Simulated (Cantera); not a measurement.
A closed system holds: 1 mol Al(CH3)3, 1.6 mol N2, 55 mol H2.

Method: chemical equilibrium by Gibbs-energy minimisation in Cantera with the NASA 1993 tables (ideal gas, pure condensed phases). Candidate condensed phases: Al, AlN, C, C6H6, C7H8, C8H18; 97 gas species. The feed counts by its element totals alone. Kinetics and transport are ignored.

Stable condensed phases, one row left out:

```
T in °C \ P in Pa
             10     25     63    160    400   1000   2500   6300  16000  40000 100000
   1277       A      A      A      A      A      A      A      A      A      A      A
   1227       A      A      A      A      A      A      A      A      A      A      A
   1177       A      A      A      A      A      A      A      A      A      A      A
   1127       A      A      A      A      A      A      A      A      A      A      A
   1077       A      A      A      A      A      A      A      A      A      A      A
   1027       A      A      A      A      A      A      A      A      A      A      A
    977       A      A      A      A      A      A      A      A      A      A      A
    927       A      A      A      A      A      A      A      A      A      A      A
    877       A      A      A      A      A      A      A      A      A      A      A
    827       A      A      A      A      A      A      A      A      A      A      A
    777       A      A      A      A      A      A      A      A      A      A      A
    727       A      A      A      A      A      A      A      A      A      A      B
    627       A      A      A      A      A      A      A      A      A      B      B
```

A: AlN + C; B: AlN.

Task: Give the row for 677 °C.

Result: 10: AlN + C; 25: AlN + C; 63: AlN + C; 160: AlN + C; 400: AlN + C; 1000: AlN + C; 2500: AlN + C; 6300: AlN + C; 16000: AlN + C; 40000: AlN; 100000: AlN.
